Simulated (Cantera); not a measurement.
**N2O furnace oxynitridation**

An isothermal, constant-pressure homogeneous reactor starts with N2O : H2O = 0.69 : 0.073 (molar parts), at 1600 K and 1.01 bar.

Computed with Cantera and GRI-Mech 3.0 (53 species, 325 reactions). GRI-Mech 3.0 was tuned for natural gas; its chemistry of N2O as a main component is partial and can be far from experiment. The temperature is held fixed by assumption; the heat of reaction is taken as removed at once.

| t (s) | x N2O | x H2O | x O2 | x NO | x H |
|---|---|---|---|---|---|
| 0.000100 | 0.873 | 0.0942 | 0.00773 | 0.00500 | 1.64e-6 |
| 0.000280 | 0.820 | 0.0925 | 0.0216 | 0.0134 | 1.63e-6 |
| 0.000786 | 0.694 | 0.0883 | 0.0550 | 0.0330 | 1.62e-6 |
| 0.00220 | 0.457 | 0.0806 | 0.119 | 0.0685 | 1.65e-6 |
| 0.00618 | 0.177 | 0.0714 | 0.197 | 0.106 | 1.51e-6 |
| 0.0173 | 0.0259 | 0.0666 | 0.242 | 0.119 | 4.99e-7 |
| 0.0486 | 0.000512 | 0.0658 | 0.251 | 0.119 | 6.00e-8 |
| 0.136 | 3.85e-6 | 0.0658 | 0.251 | 0.119 | 5.09e-8 |
| 0.382 | 3.82e-6 | 0.0658 | 0.252 | 0.119 | 5.09e-8 |
| 1.07 | 3.77e-6 | 0.0658 | 0.252 | 0.118 | 5.09e-8 |
| 3.00 | 3.65e-6 | 0.0658 | 0.253 | 0.116 | 5.08e-8 |
x: mole fraction; the columns are a selection and need not sum to one.

Equilibrium at this temperature and pressure: N2O 1.12e-7, H2O 0.0658, O2 0.310, NO 0.00210, H 4.81e-8 (gas phase only).
